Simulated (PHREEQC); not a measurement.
## City or well water (model solution)

A made-up water analysis in mmol/kgw, 55 °C, pH 6.61, pe 12.3: Na 0.46; K 0.0237; Ca 0.696; Mg 0.0247; Cl 0.462; S(6) 0.132; Alkalinity (meq/kgw) 0.701; B 0.0209; O(0) (counted as O atoms) 0.00113.

Valence states are taken as typed.

Model: ion-association model, phreeqc.dat, run in PHREEQC.

| Property | Value |
|---|---|
| ionic strength | 0.00247 mol/kgw |
| specific conductance | 321 µS/cm |
| charge-balance error | 15.1 % |

| species | molality | activity | log γ |
|---|---|---|---|
| HCO3- | 0.000693 | 0.000655 | -0.025 |
| Ca+2 | 0.000678 | 0.000540 | -0.099 |
| Cl- | 0.000462 | 0.000436 | -0.025 |
| Na+ | 0.000460 | 0.000434 | -0.025 |
| CO2 | 0.000311 | 0.000311 | 0.000 |
| SO4-2 | 0.000120 | 9.52e-5 | -0.099 |
| K+ | 2.37e-5 | 2.23e-5 | -0.025 |
| Mg+2 | 2.36e-5 | 1.89e-5 | -0.098 |
| H3BO3 | 2.08e-5 | 2.08e-5 | 0.000 |
| CaSO4 | 1.12e-5 | 1.12e-5 | 0.000 |
| CaHCO3+ | 6.19e-6 | 5.85e-6 | -0.024 |
| MgSO4 | 8.50e-7 | 8.50e-7 | 0.000 |
| O2 | 5.65e-7 | 5.65e-7 | 0.000 |

No solid was allowed to form. Species that the database lacks are ignored. Away from 25 °C the constants follow the database's enthalpies or fits; those with neither stay at their 25 °C values.
